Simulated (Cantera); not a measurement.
Gas mixture: O2 = 0.12 (molar parts), at 10.0 bar, frozen composition.

Cantera's kinetic-theory transport with the Lennard-Jones parameters of GRI-Mech 3.0, ideal gas; thermal conductivity in the multicomponent form.

One state of this run: ρ (kg/m³) = 3.85; cp (J/kg/K) = 1090; μ (µPa s) = 47.9; λ (mW/m/K) = 73.7; Pr = 0.709; D (cm²/s) NH3 = 0.202; D (cm²/s) O = 0.258; D (cm²/s) C2H2 = 0.138. D: mixture-averaged diffusion coefficient of that species in the mixture.

Q: Which value of T (K) does it belong to?
(A) 550
(B) 1000
(C) 1450
(D) 850

A: B, 1000
